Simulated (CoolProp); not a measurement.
Ethanol along the isotherm 346.85 °C: fugacity coefficient from the reference equation and from simpler models built on Tc = 241.6 °C, pc = 6.268 MPa, ω = 0.644; each cubic takes its own stable root.

The numbers come from the reference Helmholtz-energy equation of state, Schroeder 2014 in CoolProp.

```json
[
 {"p (MPa)": "3.48", "phase": "gas", "reference": "0.9336", "van der Waals": "0.8977", "Redlich-Kwong": "0.8946"},
 {"p (MPa)": "6.96", "phase": "supercritical", "reference": "0.8683", "van der Waals": "0.7977", "Redlich-Kwong": "0.7965"},
 {"p (MPa)": "10.4", "phase": "supercritical", "reference": "0.8037", "van der Waals": "0.7012", "Redlich-Kwong": "0.7079"},
 {"p (MPa)": "13.9", "phase": "supercritical", "reference": "0.7385", "van der Waals": "0.6172", "Redlich-Kwong": "0.6310"},
 {"p (MPa)": "17.4", "phase": "supercritical", "reference": "0.6782", "van der Waals": "0.5596", "Redlich-Kwong": "0.5726"},
 {"p (MPa)": "20.9", "phase": "supercritical", "reference": "0.6282", "van der Waals": "0.5217", "Redlich-Kwong": "0.5306"},
 {"p (MPa)": "24.4", "phase": "supercritical", "reference": "0.5893", "van der Waals": "0.4965", "Redlich-Kwong": "0.5002"},
 {"p (MPa)": "27.9", "phase": "supercritical", "reference": "0.5594", "van der Waals": "0.4801", "Redlich-Kwong": "0.4781"},
 {"p (MPa)": "31.3", "phase": "supercritical", "reference": "0.5370", "van der Waals": "0.4700", "Redlich-Kwong": "0.4624"}
]
```
